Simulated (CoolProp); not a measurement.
Vapour-liquid equilibrium of CHF3 (R23) (1) + C2F6 (R116) (2) at -19.65 °C; x and y are mole fractions of (1).

Computed with CoolProp (multi-fluid Helmholtz-energy mixture model, Penoncello 2003 and Lemmon 2006; pair parameters Bell 2016).

```json
[
 {"x": "0.05", "bubble pressure (kPa)": "1171", "y at the bubble point": "?", "dew pressure at overall composition x (kPa)": "1106", "liquid density (mol/L)": "?"},
 {"x": "0.15", "bubble pressure (kPa)": "1347", "y at the bubble point": "0.268", "dew pressure at overall composition x (kPa)": "1211", "liquid density (mol/L)": "9.793"},
 {"x": "0.25", "bubble pressure (kPa)": "?", "y at the bubble point": "0.372", "dew pressure at overall composition x (kPa)": "1325", "liquid density (mol/L)": "10.14"},
 {"x": "0.35", "bubble pressure (kPa)": "1555", "y at the bubble point": "0.452", "dew pressure at overall composition x (kPa)": "1444", "liquid density (mol/L)": "10.56"},
 {"x": "0.45", "bubble pressure (kPa)": "?", "y at the bubble point": "0.519", "dew pressure at overall composition x (kPa)": "1553", "liquid density (mol/L)": "11.09"},
 {"x": "0.55", "bubble pressure (kPa)": "?", "y at the bubble point": "0.582", "dew pressure at overall composition x (kPa)": "1629", "liquid density (mol/L)": "11.74"},
 {"x": "0.65", "bubble pressure (kPa)": "1649", "y at the bubble point": "0.644", "dew pressure at overall composition x (kPa)": "1649", "liquid density (mol/L)": "12.52"},
 {"x": "0.75", "bubble pressure (kPa)": "1632", "y at the bubble point": "0.714", "dew pressure at overall composition x (kPa)": "?", "liquid density (mol/L)": "13.47"},
 {"x": "0.85", "bubble pressure (kPa)": "1582", "y at the bubble point": "0.799", "dew pressure at overall composition x (kPa)": "1543", "liquid density (mol/L)": "14.60"},
 {"x": "0.95", "bubble pressure (kPa)": "1485", "y at the bubble point": "?", "dew pressure at overall composition x (kPa)": "1456", "liquid density (mol/L)": "15.90"}
]
```

Task: What belongs in the gaps?

Result: 
- 0.05, y at the bubble point: 0.114
- 0.05, liquid density (mol/L): 9.502
- 0.25, bubble pressure (kPa): 1470
- 0.45, bubble pressure (kPa): 1611
- 0.55, bubble pressure (kPa): 1642
- 0.75, dew pressure at overall composition x (kPa): 1614
- 0.95, y at the bubble point: 0.918

y crosses x between x = 0.55 and 0.65: the model has an azeotrope there.

The pair parameters rest on a limited set of measurements; away from them the model extrapolates.
